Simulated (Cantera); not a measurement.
Charge: 1 mol Pb, 0.012 mol O2, 74 mol N2, at 1098 K and 101000 Pa.

Cantera equilibrium calculation (NASA polynomials, part measured and part estimated; ideal gas, pure solids and liquids). Candidate condensed phases: Pb, PbO, PbO2, Pb3O4; 12 gas species. Mutual solubility and eutectic melting of coexisting phases are not modelled. Rates play no part.

### Question
What is the equilibrium state?

### Answer
- x(N2) = 1.000
- x(Pb) = 0.000115
- x(PbO) = 5.79e-6
- n(Pb(l)) = 0.967 mol
- n(PbO(yellow)) = 0.0236 mol
- gas amount = 74.01 mol
- log10 activity of PbO2(s) (absent) = -7.59
